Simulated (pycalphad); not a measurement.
All values are pycalphad results on the COST 507 light-alloy database (1999) (1 atm), not direct measurements. The data set is of 1999 and partly superseded. Amounts are mole fractions of atoms.

**Question.** Give the equilibrium state of Al-2.13Si-12.2Mn (at.%) at 727 °C.

**Answer.** LIQUID, fraction 0.528, with 0.35 Si, 2.7 Mn at.%; ALMNSI_BETA, fraction 0.437, with 4.5 Si, 23.1 Mn at.%; AL4MN, fraction 0.035, with no Si, 20.0 Mn at.%.

**Question.** Give the equilibrium state of Al-2.13Si-12.2Mn (at.%) at 477 °C.

**Answer.** 
```
T = 750.00 K, P = 101325 Pa, N = 1 mol of atoms
G = -38650 J/mol, H = -3538 J/mol, S = 46.82 J/(mol K)  (SER reference)
chemical potentials (J/mol): Al -27502, Si -48431, Mn -115228
phase             fraction      x(Al)      x(Si)      x(Mn)
AL12MN              0.4960     0.9231       none     0.0769
ALMNSI_ALPHA        0.3814     0.7702     0.0559     0.1739
AL6MN               0.1227     0.8571       none     0.1429
```

Database names, with the compositions (at.%) that they take in these runs: ALMNSI_BETA: Al 72 Mn 23 Si 4; AL4MN: Al 80 Mn 20; AL6MN: Al 86 Mn 14; ALMNSI_ALPHA: Al 75-78 Mn 17 Si 4-7; AL12MN: Al 92 Mn 8. An entry "none" or "no" means that the model of the phase leaves that element out.
